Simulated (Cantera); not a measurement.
A closed system holds: 1 mol TEOS, 1.7 mol O2, 1.4 mol H2, equilibrated at 0.133 bar.

Cantera equilibrium calculation (NASA polynomials, part measured and part estimated; ideal gas, pure solids and liquids). Candidate condensed phases: C, C6H6, C7H8, C8H18, H2O, Si, SiC, SiO2; 123 gas species. The feed counts by its element totals alone. Equilibrium is a limit: real reactors are often held back by kinetics, nucleation or transport.

Q: At 1975 K, list the 6 most abundant gas species with their mole fractions, and the condensed phases.

A: H2 0.604, CO 0.382, SiO 0.0107, H 0.00291, C2H2 (acetylene) 0.000123, Si 2.16e-5. Condensed: SiC(s).
